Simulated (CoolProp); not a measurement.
A single-stage vapour-compression cycle with the fluoroketone C6F12O (FK-5-1-12): evaporating at 328.15 K (dew point), condensing at 387.15 K (bubble point), superheat 5 K, subcooling 2 K, compressor efficiency 0.8, no pressure losses. Each further row changes one setting.

The numbers come from the reference Helmholtz-energy equation of state, McLinden 2015 in CoolProp.

```json
[
 {"case": "as stated", "cooling COP": "1.77", "pressure ratio": "5.02", "discharge temperature (K)": "387.1", "refrigerating effect (kJ/kg)": "24.0", "volumetric capacity (kJ/m³)": "366"},
 {"case": "evaporating temperature 333.15 K", "cooling COP": "2.26", "pressure ratio": "…", "discharge temperature (K)": "387.1", "refrigerating effect (kJ/kg)": "28.2", "volumetric capacity (kJ/m³)": "502"},
 {"case": "condensing temperature 382.15 K", "cooling COP": "2.33", "pressure ratio": "…", "discharge temperature (K)": "382.2", "refrigerating effect (kJ/kg)": "30.1", "volumetric capacity (kJ/m³)": "…"},
 {"case": "subcooling 7 K", "cooling COP": "2.22", "pressure ratio": "5.02", "discharge temperature (K)": "387.1", "refrigerating effect (kJ/kg)": "30.1", "volumetric capacity (kJ/m³)": "459"},
 {"case": "superheat 15 K", "cooling COP": "2.18", "pressure ratio": "5.02", "discharge temperature (K)": "387.1", "refrigerating effect (kJ/kg)": "…", "volumetric capacity (kJ/m³)": "486"},
 {"case": "compressor efficiency 0.7", "cooling COP": "1.55", "pressure ratio": "5.02", "discharge temperature (K)": "387.1", "refrigerating effect (kJ/kg)": "24.0", "volumetric capacity (kJ/m³)": "366"}
]
```

Q: Fill in the missing entries.

A: 
- evaporating temperature 333.15 K, pressure ratio: 4.27
- condensing temperature 382.15 K, pressure ratio: 4.47
- condensing temperature 382.15 K, volumetric capacity (kJ/m³): 458
- superheat 15 K, refrigerating effect (kJ/kg): 33.2

The compression ends wet for: as stated; evaporating temperature 333.15 K; condensing temperature 382.15 K; subcooling 7 K; superheat 15 K; compressor efficiency 0.7.
